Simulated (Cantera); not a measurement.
A closed system holds: 1 mol Si, 0.043 mol CO2, 760 mol N2, at 1175 °C and 0.850 Pa.

Equilibrium computed with Cantera from the NASA thermochemical tables; the gas is ideal and each condensed phase is pure. Mutual solubility and eutectic melting of coexisting phases are not modelled. The numbers say what is thermodynamically allowed, not how fast it happens.

```json
[
 {"species": "N2", "before": "1.000", "after": "1.000"},
 {"species": "SiO", "before": "0.000111", "after": "0.000110"},
 {"species": "Si", "before": "0.000344", "after": "0.000109"},
 {"species": "Si(s), mol", "before": "0.608", "after": "0"},
 {"species": "SiC(s), mol", "before": "0.0409", "after": "0.0402"},
 {"species": "Si3N4(s), mol", "before": "0", "after": "0.264"}
]
```
Gas species are given as mole fractions.

Task: Name the change that produced these shifts.
A. temperature from 1175 °C to 900 °C
B. CO2 from 0.043 to 1.3 mol
C. temperature from 1175 °C to 877 °C
D. pressure from 0.850 Pa to 2.20 Pa

Result: D, pressure from 0.850 Pa to 2.20 Pa. N2 is the only nitrogen source here; it is nearly inert below about 1500 K, so the nitride shown seldom forms there in practice
